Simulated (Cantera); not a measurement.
An isothermal, constant-pressure homogeneous reactor starts with NO : N₂ = 1 : 0.11 (molar parts), at 2100 K and 0.0410 bar.

Computed with Cantera and GRI-Mech 3.0 (53 species, 325 reactions). Radical loss at walls, strong at low pressure, is not modelled.

x: mole fraction; the columns are a selection and need not sum to one.

```
t (s)      x NO         x O       x NO₂    x N₂       x N₂O
--------  -----  ----------  ----------  ------  ----------
1.00e-5   0.901     7.72e-7    4.21e-10  0.0991     7.71e-7
3.53e-5   0.901     2.73e-6     5.18e-9  0.0991     2.72e-6
0.000125  0.901     9.67e-6     6.25e-8  0.0991     9.50e-6
0.000440  0.901     3.46e-5     6.86e-7  0.0991     3.25e-5
0.00155   0.901  (withheld)  (withheld)  0.0991  (withheld)
0.00548   0.900    0.000493     2.81e-5  0.0994    0.000252
0.0193    0.895  (withheld)  (withheld)   0.101  (withheld)
0.0682    0.878     0.00134     7.01e-5   0.110    0.000285
0.241     0.813     0.00183    0.000108   0.143    0.000222
0.850     0.573     0.00296    0.000146   0.262     9.17e-5
3.00      0.137     0.00428     5.45e-5   0.480     4.43e-6
```

Q: Fill in the missing entries.

A: 
- 0.00155, x O: 0.000129
- 0.00155, x NO₂: 5.88e-6
- 0.00155, x N₂O: 0.000103
- 0.0193, x O: 0.00112
- 0.0193, x NO₂: 5.38e-5
- 0.0193, x N₂O: 0.000313
